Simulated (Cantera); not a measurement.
A Cantera script and its output.

```python
import numpy as np
import cantera as ct

gas = ct.Solution("gri30.yaml")


def delay(T, t_max=10):
    gas.TPX = T, 1000000, {'CH4': 1, 'H2': 0.28, 'O2': 4.2, 'N2': 29.4}
    reactor = ct.IdealGasReactor(gas, clone=False)
    net = ct.ReactorNet([reactor])
    net.rtol, net.atol = 1e-8, 1e-16
    while net.time < t_max:
        t_old, T_old = net.time, reactor.T
        net.step()
        if reactor.T > T + 400:  # ignition: a rise of 400 K
            return t_old + (T + 400 - T_old) / (reactor.T - T_old) * (net.time - t_old)
    return np.nan


taus = []
for T in [1200, 1300, 1400, 1500, 1600, 1700]:
    taus.append(delay(T))
    print(f"T0 = {T:6g} K   tau = {taus[-1]:.4e} s")
```

It prints:

```
T0 =   1200 K   tau = 9.9427e-04 s
T0 =   1300 K   tau = 3.9448e-04 s
T0 =   1400 K   tau = 1.8013e-04 s
T0 =   1500 K   tau = 8.6997e-05 s
T0 =   1600 K   tau = 4.4062e-05 s
T0 =   1700 K   tau = 2.3548e-05 s
```

Detailed kinetics in Cantera: GRI-Mech 3.0 (53 species, 325 reactions).
